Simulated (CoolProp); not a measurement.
Saturation properties of the fluoroketone C6F12O (FK-5-1-12) (Tc = 441.8 K, pc = 1869 kPa, ω = 0.471).

Values from CoolProp's reference Helmholtz-energy equation of state, McLinden 2015.

| T (K) | p (kPa) | vapour density (kg/m³) | enthalpy of vaporisation (kJ/kg) |
|---|---|---|---|
| 334.4 | 151.9 | 18.88 | 84.20 |
| 339.5 | 178.0 | 22.04 | 82.57 |
| 344.6 | 207.5 | 25.62 | 80.89 |
| 349.8 | 241.2 | 29.75 | 79.13 |
| 354.9 | 278.3 | 34.31 | (withheld) |
| 360 | 319.5 | 39.45 | 75.49 |
| 365.1 | 365.2 | 45.23 | 73.57 |
| 370.2 | 415.7 | 51.72 | (withheld) |
| 375.3 | 471.4 | 59.03 | 69.49 |
| 380.5 | (withheld) | (withheld) | 67.26 |
| 385.6 | 600.8 | 76.72 | 64.96 |
| 390.7 | 674.1 | 87.24 | 62.53 |

Question: Fill in the missing entries.

Answer: 
- 354.9, enthalpy of vaporisation (kJ/kg): 77.34
- 370.2, enthalpy of vaporisation (kJ/kg): 71.58
- 380.5, p (kPa): 533.8
- 380.5, vapour density (kg/m³): 67.42

It boils at 322.2 K under 1 atm.
